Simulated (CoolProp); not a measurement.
Properties of R1123 along the isobar 101 kPa.

Computed with CoolProp (reference Helmholtz-energy equation of state, Akasaka 2020).

| T (K) | phase | Z | speed of sound (m/s) | Joule-Thomson coefficient (K/MPa) | isothermal compressibility (1/MPa) | expansivity (1/kK) |
|---|---|---|---|---|---|---|
| 292.9 | gas | 0.9881 | 182.2 | 13.85 | 10.02 | 3.551 |
| 302.5 | gas | 0.9894 | 185.1 | 12.61 | 10.01 | 3.425 |
| 312.1 | gas | 0.9904 | 187.9 | 11.54 | 9.997 | 3.308 |
| 321.7 | gas | 0.9913 | 190.7 | 10.60 | 9.988 | 3.200 |
| 331.3 | gas | 0.9922 | 193.4 | 9.786 | 9.980 | 3.099 |
| 340.9 | gas | 0.9929 | 196.1 | 9.064 | 9.972 | 3.005 |
| 350.4 | gas | 0.9935 | 198.7 | 8.430 | 9.966 | 2.918 |
| 360 | gas | 0.9941 | 201.3 | 7.859 | 9.960 | 2.835 |
